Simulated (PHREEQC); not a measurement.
PHREEQC input (ion-association model, phreeqc.dat):

```
SOLUTION 0
  temp 25
  units mmol/kgw
  pH 7 charge
  Cl 192.01
  Zn 96
  Br 3.8
  K 3.8
  O(0) 1 O2(g) -0.68
SOLUTION 1-40
  temp 25
  units mmol/kgw
  pH 7 charge
  Cl 41.81
  Zn 3.9
  Li 29
  K 5
  O(0) 1 O2(g) -0.68
END
EXCHANGE 1-40
  X 0.38
  -equilibrate 1
END
SELECTED_OUTPUT 1
  -reset false
  -pH true
  -pe true
  -ionic_strength true
  -water true
  -step true
  -totals Br Cl K Li Zn
  -molalities ZnX2 KX LiX
  -saturation_indices Sylvite Zn(OH)2(e)
PRINT
  -reset false
TRANSPORT
  -cells 40
  -shifts 240
  -lengths 0.0025
  -time_step 3600
  -dispersivities 0.008
  -boundary_conditions flux flux
  -correct_disp true
  -punch_cells 40
  -punch_frequency 8
END
```

Selected output (columns that matter, 25 of 31 rows; pore volumes added in front):

```
pore volumes	pH	mu	Br	Cl	K	Li	Zn	m_ZnX2	m_KX	m_LiX	si_Sylvite	si_Zn(OH)2(e)
0	5.0462	0.045297	0	0.04181	0.005	0.029	0.0039	0.13788	0.053116	0.051127	-4.7543	-4.1626
0.2125	5.0462	0.0453	5.1979e-08	0.041812	0.0050002	0.029001	0.0039003	0.13788	0.053116	0.051127	-4.7542	-4.1626
0.4125	5.0453	0.048194	6.2796e-05	0.044292	0.0052528	0.030464	0.0043138	0.13788	0.053116	0.051124	-4.7123	-4.1292
0.8125	5.0036	0.11222	0.0014011	0.097192	0.010158	0.054966	0.01673	0.13928	0.053447	0.047996	-4.1546	-3.7538
1.0125	4.9612	0.15617	0.0022385	0.13029	0.013533	0.058283	0.030352	0.14356	0.054167	0.038715	-3.9361	-3.6367
1.2125	4.9232	0.19233	0.0028617	0.15492	0.016337	0.050146	0.045645	0.1488	0.054594	0.02781	-3.8028	-3.5722
1.6125	4.8789	0.23458	0.0035038	0.1803	0.019069	0.027293	0.068717	0.15685	0.053569	0.012724	-3.695	-3.5177
1.8125	4.8678	0.24502	0.0036398	0.18568	0.01923	0.018746	0.075665	0.15979	0.051999	0.0084123	-3.6847	-3.5053
2.0125	4.8607	0.25149	0.0037146	0.18864	0.018848	0.012579	0.080457	0.16233	0.049827	0.0055188	-3.6903	-3.4971
2.2125	4.856	0.25555	0.0037549	0.19023	0.018096	0.0083158	0.083781	0.16459	0.04721	0.0036005	-3.7068	-3.4914
2.4125	4.8529	0.25816	0.0037764	0.19108	0.017117	0.0054437	0.086142	0.16667	0.044314	0.0023389	-3.7307	-3.4872
2.8125	4.8489	0.26115	0.0037936	0.19176	0.014871	0.0022906	0.08919	0.17039	0.038249	0.00097776	-3.7922	-3.4816
3.0125	4.8476	0.26207	0.0037967	0.19188	0.013734	0.0014772	0.090227	0.17204	0.03529	0.00062992	-3.827	-3.4796
3.2125	4.8466	0.26278	0.0037983	0.19194	0.012643	0.00095031	0.091069	0.17356	0.032474	0.0004051	-3.8633	-3.478
3.6125	4.845	0.26383	0.0037995	0.19199	0.010671	0.00039124	0.09236	0.17621	0.02742	0.00016685	-3.9376	-3.4755
3.8125	4.8444	0.26423	0.0037998	0.192	0.0098093	0.00025059	0.092865	0.17734	0.025217	0.00010691	-3.9744	-3.4745
4.0125	4.8439	0.26458	0.0037999	0.19201	0.0090332	0.00016036	0.093301	0.17835	0.023232	6.8446e-05	-4.0105	-3.4737
4.2125	4.8434	0.26487	0.0037999	0.19201	0.0083404	0.00010256	0.093677	0.17925	0.02146	4.3793e-05	-4.0453	-3.4729
4.4125	4.843	0.26513	0.0038	0.19201	0.0077265	6.5554e-05	0.094003	0.18004	0.019889	2.8005e-05	-4.0787	-3.4723
4.8125	4.8424	0.26554	0.0038	0.19201	0.0067123	2.6754e-05	0.09453	0.18135	0.017292	1.1438e-05	-4.1401	-3.4713
5.0125	4.8422	0.2657	0.0038	0.19201	0.0062994	1.7084e-05	0.094742	0.18188	0.016233	7.3063e-06	-4.1678	-3.4709
5.2125	4.842	0.26584	0.0038	0.19201	0.0059407	1.0907e-05	0.094924	0.18234	0.015313	4.666e-06	-4.1934	-3.4706
5.6125	4.8416	0.26607	0.0038	0.19201	0.0053625	4.444e-06	0.095217	0.18308	0.013829	1.902e-06	-4.238	-3.47
5.8125	4.8415	0.26616	0.0038	0.19201	0.0051319	2.8361e-06	0.095333	0.18338	0.013237	1.214e-06	-4.2572	-3.4698
6.0125	4.8414	0.26624	0.0038	0.19201	0.004934	1.8099e-06	0.095432	0.18364	0.012728	7.7486e-07	-4.2743	-3.4696
```
